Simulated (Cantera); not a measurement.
A Cantera script and what it prints.

```python
import numpy as np
import cantera as ct

gas_names = [...]  # 60 gases of nasa_gas.yaml made of H, N, O, S
cond_names = """
    H2O(s) H2O(L) H2SO4(L) S(cr1) S(cr2) S(L)
""".split()


# ... load() reads the species with a 1 bar reference pressure and builds the phases ...
atoms = {
    'H2S': {'H': 2, 'S': 1},
    'O2': {'O': 2},
    'N2': {'N': 2},
}
top_T = {}  # K; cautious upper limits of use, not melting points


# ... equilibrate(T, P, feed) seeds the gas with the atoms and calls Mixture.equilibrate('TP', solver="vcs", rtol=1e-11, max_steps=5000) ...
results = []
feed = {'H2S': 1, 'O2': 2.9, 'N2': 1.3}  # mol
P = 20  # Pa
for T in [3000, 3250, 3500, 3750, 4000, 4250, 4500, 4750, 5000]:
    mix = equilibrate(T, P, feed)
    results.append((T, P, feed, dict(zip(mix.species_names, mix.species_moles))))

top = {s: max(r[3][s] / sum(r[3][g] for g in gas_names) for r in results) for s in gas_names}
cols = sorted((s for s in top if top[s] > 0.001), key=lambda s: -top[s])[:9]
seen = [c for c in cond_names if any(r[3].get(c, 0) > 1e-12 for r in results)]
print("log10 of partial pressures in bar; condensed amounts in mol")
print(f"{'T/K':>10s}" + "".join(f"{s[:9]:>10s}" for s in cols + seen))
for T, P, feed, n in results:
    ng = sum(n[g] for g in gas_names)
    print(f"{T:10.4g}" + "".join(f"{np.log10(max(n[s] / ng * P / 1e5, 1e-99)):10.3f}" for s in cols)
          + "".join(f"{n.get(c, 0):10.4g}" for c in seen))
```

Output:

```
log10 of partial pressures in bar; condensed amounts in mol
       T/K         O         N         H        N2         S        SO        O2        NO  Electron
      3000    -3.950    -7.150    -4.400    -4.588    -4.729    -5.849    -6.007    -6.228    -9.831
      3250    -3.943    -6.506    -4.402    -4.594    -4.708    -6.538    -6.681    -6.446    -9.179
      3500    -3.942    -5.955    -4.403    -4.601    -4.706    -7.150    -7.270    -6.641    -8.597
      3750    -3.944    -5.484    -4.406    -4.623    -4.707    -7.687    -7.785    -6.819    -8.080
      4000    -3.949    -5.089    -4.411    -4.676    -4.713    -8.166    -8.244    -6.997    -7.622
      4250    -3.959    -4.773    -4.421    -4.791    -4.723    -8.599    -8.659    -7.193    -7.216
      4500    -3.972    -4.550    -4.434    -5.009    -4.739    -8.995    -9.037    -7.430    -6.855
      4750    -3.984    -4.424    -4.446    -5.352    -4.754    -9.351    -9.374    -7.717    -6.530
      5000    -3.990    -4.371    -4.453    -5.783    -4.768    -9.668    -9.671    -8.032    -6.234
```

Method: chemical equilibrium by Gibbs-energy minimisation in Cantera with the NASA 1993 tables (ideal gas, pure condensed phases).
